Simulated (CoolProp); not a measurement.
Vapour pressure (bar) of R1336mzz(E): the reference equation beside estimates from Tc = 403.5 K, pc = 27.79 bar, ω = 0.413. Clausius-Clapeyron is anchored at 290.3 K with a constant enthalpy of vaporisation of 24.39 kJ/mol.

Values from CoolProp's reference Helmholtz-energy equation of state, Akasaka 2023.

```tsv
T (K)	reference	Lee-Kesler	Clausius-Clapeyron	Soave-Redlich-Kwong
287.9	1.329	1.330	1.337	1.329
290.3	1.455	1.457	1.455	1.456
292.6	1.584	1.587	1.575	1.586
294.9	1.723	1.726	1.703	1.726
297.2	1.871	1.874	1.840	1.874
299.5	2.028	2.032	1.984	2.033
301.8	2.195	2.200	2.138	2.202
304.1	2.373	2.379	2.301	2.381
306.4	2.561	2.568	2.474	2.572
308.8	2.770	2.778	2.665	2.783
311.1	2.982	2.991	2.859	2.998
313.4	3.206	3.216	3.064	3.225
```

Absolute difference from the reference over all 12 rows, mean and median: Lee-Kesler 0.2 and 0.2 %, Clausius-Clapeyron 2.3 and 2.4 %, Soave-Redlich-Kwong 0.3 and 0.3 %.
